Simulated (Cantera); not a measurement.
An isothermal, constant-pressure homogeneous reactor starts with 50.0 % CH₄, 50.0 % CO₂, at 1950 K and 13000 Pa.

Model: GRI-Mech 3.0 (53 species, 325 reactions), integrated in Cantera.

One state of this run: x CH₄ = 0.274; x CO₂ = 0.420; x C₂H = 2.45e-6; x H₂O₂ = <1e-12; x O = 1.35e-8; x CO = 0.0183; x C₂H₄ = 0.0255. x: mole fraction; the columns are a selection and need not sum to one.

Q: Which value of t (s) does it belong to?
(A) 14.3
(B) 0.000621
(C) 8.40e-6
(D) 0.193

A: B, 0.000621
